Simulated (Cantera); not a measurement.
Charge: 1 mol CH3Cl, 0.01 mol Si, 0.2 mol H2, held at 2973 K and 1400 Pa.

Cantera equilibrium calculation (NASA polynomials, part measured and part estimated; ideal gas, pure solids and liquids). Candidate condensed phases: C, C6H6, C7H8, C8H18, Si, SiC; 109 gas species. The tables' values for SiCl, CCl are old estimates; treat these amounts as uncertain. Equilibrium is a limit: real reactors are often held back by kinetics, nucleation or transport.

Base state: H 0.506, Cl 0.190, H2 0.170, HCl 0.0937, C3 0.0167, C2H2 (acetylene) 0.00979, C2H 0.00481, C 0.00279 (mole fractions); condensed: C(graphite).

**Question.** What changes in the equilibrium state with this change: pressure from 1400 Pa to 2300 Pa?

**Answer.** 
| species | before | after |
|---|---|---|
| H | 0.506 | 0.446 |
| H2 | 0.170 | 0.217 |
| Cl | 0.190 | 0.178 |
| HCl | 0.0937 | 0.127 |
| C3 | 0.0167 | 0.0101 |
| C2H2 (acetylene) | 0.00979 | 0.0125 |
| Si | 0.00153 | 0.00162 |
| SiCl2 | 1.27e-5 | 3.14e-5 |
| C2 | 0.00168 | 0.00103 |
| C(graphite), mol | 0.680 | 0.761 |

**Question.** What changes in the equilibrium state with this change: Si from 0.01 to 1.6 mol?

**Answer.** 
```tsv
species	before	after
H	0.506	0.393
Si	0.00153	0.215
Cl	0.190	0.135
SiC2	0.00123	0.0804
C3	0.0167	0.00534
HCl	0.0937	0.0515
H2	0.170	0.102
Si2	1.69e-8	0.000331
Si2C	2.29e-7	0.00306
SiH	1.08e-5	0.00117
SiCl	5.12e-5	0.00508
SiC	5.22e-6	0.000500
C(graphite), mol	0.680	0
```
The tables' values for SiCl are old estimates; treat these amounts as uncertain. Gases not in the tables: Si2H6 and higher silanes.

**Question.** What changes in the equilibrium state with this change: Si from 0.01 to 0.29 mol?

**Answer.** 
```tsv
species	before	after
H	0.506	0.478
Cl	0.190	0.177
H2	0.170	0.152
Si	0.00153	0.0408
SiC2	0.00123	0.0326
HCl	0.0937	0.0823
C3	0.0167	0.0167
Si2C	2.29e-7	0.000161
Si2	1.69e-8	1.20e-5
SiC	5.22e-6	0.000139
C(graphite), mol	0.680	0.421
```
